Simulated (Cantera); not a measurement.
# Dilute partial oxidation

An isothermal, constant-pressure homogeneous reactor starts with 1.52 % CH₄, 3.70 % O₂, 94.8 % N₂, equivalence ratio 0.82, at 1250 K and 500000 Pa.

Detailed kinetics in Cantera: GRI-Mech 3.0 (53 species, 325 reactions). The temperature is held fixed by assumption; the heat of reaction is taken as removed at once.

```json
[
 {"t (s)": "0.000200", "x CH₄": "0.0152", "x O₂": "0.0370", "x CH₂CO": "<1e-12", "x C₂H": "<1e-12", "x NO₂": "<1e-12", "x H₂": "5.71e-9", "x CH₂": "<1e-12"},
 {"t (s)": "0.000522", "x CH₄": "0.0152", "x O₂": "0.0370", "x CH₂CO": "<1e-12", "x C₂H": "<1e-12", "x NO₂": "<1e-12", "x H₂": "3.35e-8", "x CH₂": "<1e-12"},
 {"t (s)": "0.00136", "x CH₄": "0.0152", "x O₂": "0.0370", "x CH₂CO": "<1e-12", "x C₂H": "<1e-12", "x NO₂": "<1e-12", "x H₂": "2.70e-7", "x CH₂": "<1e-12"},
 {"t (s)": "0.00356", "x CH₄": "0.0151", "x O₂": "0.0370", "x CH₂CO": "8.30e-11", "x C₂H": "<1e-12", "x NO₂": "<1e-12", "x H₂": "1.72e-6", "x CH₂": "<1e-12"},
 {"t (s)": "0.00928", "x CH₄": "0.0151", "x O₂": "0.0369", "x CH₂CO": "2.96e-9", "x C₂H": "<1e-12", "x NO₂": "<1e-12", "x H₂": "1.01e-5", "x CH₂": "1.98e-12"},
 {"t (s)": "0.0242", "x CH₄": "0.0145", "x O₂": "0.0365", "x CH₂CO": "3.88e-7", "x C₂H": "<1e-12", "x NO₂": "<1e-12", "x H₂": "0.000121", "x CH₂": "2.13e-11"},
 {"t (s)": "0.0632", "x CH₄": "<1e-12", "x O₂": "0.00670", "x CH₂CO": "<1e-12", "x C₂H": "<1e-12", "x NO₂": "1.00e-8", "x H₂": "5.14e-6", "x CH₂": "<1e-12"},
 {"t (s)": "0.165", "x CH₄": "<1e-12", "x O₂": "0.00663", "x CH₂CO": "<1e-12", "x C₂H": "<1e-12", "x NO₂": "1.92e-9", "x H₂": "7.49e-8", "x CH₂": "<1e-12"},
 {"t (s)": "0.431", "x CH₄": "<1e-12", "x O₂": "0.00663", "x CH₂CO": "<1e-12", "x C₂H": "<1e-12", "x NO₂": "4.64e-10", "x H₂": "7.77e-9", "x CH₂": "<1e-12"},
 {"t (s)": "1.12", "x CH₄": "<1e-12", "x O₂": "0.00663", "x CH₂CO": "<1e-12", "x C₂H": "<1e-12", "x NO₂": "4.44e-10", "x H₂": "5.94e-9", "x CH₂": "<1e-12"},
 {"t (s)": "2.94", "x CH₄": "<1e-12", "x O₂": "0.00663", "x CH₂CO": "<1e-12", "x C₂H": "<1e-12", "x NO₂": "4.48e-10", "x H₂": "5.78e-9", "x CH₂": "<1e-12"},
 {"t (s)": "7.66", "x CH₄": "<1e-12", "x O₂": "0.00663", "x CH₂CO": "<1e-12", "x C₂H": "<1e-12", "x NO₂": "4.48e-10", "x H₂": "5.78e-9", "x CH₂": "<1e-12"},
 {"t (s)": "20.0", "x CH₄": "<1e-12", "x O₂": "0.00663", "x CH₂CO": "<1e-12", "x C₂H": "<1e-12", "x NO₂": "4.49e-10", "x H₂": "5.78e-9", "x CH₂": "<1e-12"}
]
```
x: mole fraction; the columns are a selection and need not sum to one.

Equilibrium at this temperature and pressure: CH₄ <1e-12, O₂ 0.00661, CH₂CO <1e-12, C₂H <1e-12, NO₂ 2.93e-7, H₂ 5.79e-9, CH₂ <1e-12 (gas phase only).
